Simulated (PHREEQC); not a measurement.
A solution holds 0.015 mol HF, 8.7e-05 mol NH4F and 0.00098 mol H4SiO4 per kg of water, at 75 °C. Closed to the air; pH follows from the charge balance.

All values are PHREEQC results (ion-association model, wateq4f.dat), not measurements.

```tsv
quantity	before	after
pH	2.65	5.95
ionic strength (mol/kgw)	0.00312	8.73e-5
HF (mol/kgw)	0.00995	3.84e-7
F- (mol/kgw)	0.00118	8.66e-5
HF2- (mol/kgw)	5.10e-5	1.44e-10
SI of Quartz (SiO2)	-0.11	+0.34
```

Name the change that produced these shifts.
A) temperature from 75 to 55 °C
B) diluted 10-fold with water
C) diluted 100-fold with water
D) HF left out
E) diluted 5-fold with water

D, HF left out

No solid was allowed to form. Some of these states are supersaturated (in Quartz (slow to form), for instance). At this temperature some constants are extrapolated from 25 °C, and those without enthalpy data are left unchanged. SiF6-2 is the database's only silicon fluoride.
